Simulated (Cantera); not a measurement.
A perfectly stirred reactor is fed with 6.76 % CH₄, 0.270 % C₂H₆, 0.250 % C₃H₈, 25.7 % O₂, 67.0 % N₂, at 1.00 bar; it is adiabatic with a 350 K inlet, and is followed from long to short residence time, starting on the burning branch (τ in s: 0.072, 0.027, 0.011, 0.004, 0.0015, 0.00059, 0.00023, 8.6e-05, 3.3e-05, 1.3e-05).

Cantera simulation using GRI-Mech 3.0 (53 species, 325 reactions); the numbers are that mechanism's predictions, not measurements.

x: mole fraction; the columns are a selection and need not sum to one.

| τ (s) | T (K) | x CH₄ | x C₂H₆ | x C₃H₈ | x CO | x HCO | x HCN | x HO₂ |
|---|---|---|---|---|---|---|---|---|
| 0.072 | 2042 | 5.12e-6 | 3.62e-8 | 3.47e-8 | 0.000820 | 2.08e-8 | 2.31e-8 | 2.60e-6 |
| 0.027 | 2034 | 1.10e-5 | 8.52e-8 | 8.17e-8 | 0.00126 | 5.66e-8 | 2.38e-8 | 2.99e-6 |
| 0.011 | 2021 | 2.06e-5 | 1.76e-7 | 1.67e-7 | 0.00205 | 1.43e-7 | 2.50e-8 | 3.87e-6 |
| 0.0040 | 1994 | 4.07e-5 | 3.82e-7 | 3.55e-7 | 0.00364 | 4.05e-7 | ? | 6.05e-6 |
| 0.0015 | 1953 | 8.05e-5 | 8.00e-7 | 7.19e-7 | 0.00624 | 1.11e-6 | ? | 1.03e-5 |
| 0.00059 | 1896 | 0.000164 | 1.68e-6 | 1.45e-6 | 0.0101 | 2.83e-6 | ? | 1.76e-5 |
| 0.00023 | 1814 | 0.000384 | 3.93e-6 | 3.29e-6 | 0.0164 | 7.22e-6 | ? | 3.09e-5 |
| 8.6e-5 | 1683 | 0.00137 | 1.40e-5 | 1.14e-5 | 0.0297 | 1.95e-5 | ? | 6.87e-5 |
| 3.3e-5 | 350 | 0.0676 | 0.00270 | 0.00250 | <1e-12 | <1e-12 | <1e-12 | <1e-12 |
| 1.3e-5 | 350 | 0.0676 | 0.00270 | 0.00250 | <1e-12 | <1e-12 | <1e-12 | <1e-12 |

**Question.** Complete the blanks.

**Answer.** 
- 0.0040, x HCN: 2.90e-8
- 0.0015, x HCN: 3.88e-8
- 0.00059, x HCN: 5.82e-8
- 0.00023, x HCN: 9.54e-8
- 8.6e-5, x HCN: 1.83e-7
